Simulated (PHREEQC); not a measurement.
A solution holds 54 mmol/kgw ZnSO4, 0.56 mmol/kgw H3BO3 and 26 mmol/kgw FeSO4, at 25 °C. Closed to the air; pH follows from the charge balance.

Model: ion-association model, phreeqc.dat, run in PHREEQC.

```json
[
 {"quantity": "pH", "before": "5.63", "after": "5.83"},
 {"quantity": "ionic strength (mol/kgw)", "before": "0.169", "after": "0.0228"},
 {"quantity": "SO4-2 (mol/kgw)", "before": "0.0360", "after": "0.00564"},
 {"quantity": "Zn+2 (mol/kgw)", "before": "0.0266", "after": "0.00375"},
 {"quantity": "ZnSO4 (mol/kgw)", "before": "0.0212", "after": "0.00158"},
 {"quantity": "Zn(SO4)2-2 (mol/kgw)", "before": "0.00622", "after": "7.36e-5"},
 {"quantity": "SI of Zn(OH)2(e) (Zn(OH)2)", "before": "-2.31", "after": "-2.50"}
]
```

### Question
Name the change that produced these shifts.
(A) diluted 2-fold with water
(B) 0.009 mol/kgw HF added
(C) diluted 10-fold with water
(D) diluted 100-fold with water
(E) FeSO4 left out

### Answer
C, diluted 10-fold with water

This is a speciation only: nothing precipitates in the calculation.
